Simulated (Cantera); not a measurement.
Feed: 1 mol V, 31 mol N2, at 5.30 Pa.

Method: chemical equilibrium by Gibbs-energy minimisation in Cantera with the NASA 1993 tables (ideal gas, pure condensed phases). Candidate condensed phases: V, VN; 4 gas species. VN: taken at fixed stoichiometry. Condensed phases not in the tables: V2N, N, O or C dissolved in the metal. Equilibrium is a limit: real reactors are often held back by kinetics, nucleation or transport.

x: gas mole fraction; n: condensed amount in mol.

```csv
T (°C),x N2,x V,x VN,x N,n VN(s),n V(s)
877,1.00,<1e-12,<1e-12,<1e-12,1.00,0
927,1.00,<1e-12,<1e-12,<1e-12,1.00,0
977,1.00,1.47e-12,<1e-12,<1e-12,1.00,0
1027,1.00,2.13e-11,<1e-12,<1e-12,1.00,0
1077,1.00,2.54e-10,<1e-12,<1e-12,1.00,0
1127,1.00,2.52e-9,<1e-12,<1e-12,1.00,0
1177,1.00,2.13e-8,<1e-12,(withheld),1.000,0
1227,1.00,1.56e-7,1.74e-12,(withheld),1.000,0
1277,1.000,1.00e-6,1.13e-11,(withheld),1.000,0
1327,1.000,5.73e-6,6.47e-11,(withheld),1.000,0
1377,1.000,2.94e-5,3.33e-10,(withheld),0.999,0
1427,1.000,0.000137,1.55e-9,(withheld),0.996,0
1477,0.999,0.000567,6.47e-9,(withheld),0,0.982
```

**Question.** What belongs in the gaps?

**Answer.** 
- 1177, x N: 2.22e-12
- 1227, x N: 8.34e-12
- 1277, x N: 2.88e-11
- 1327, x N: 9.19e-11
- 1377, x N: 2.73e-10
- 1427, x N: 7.64e-10
- 1477, x N: 2.01e-9
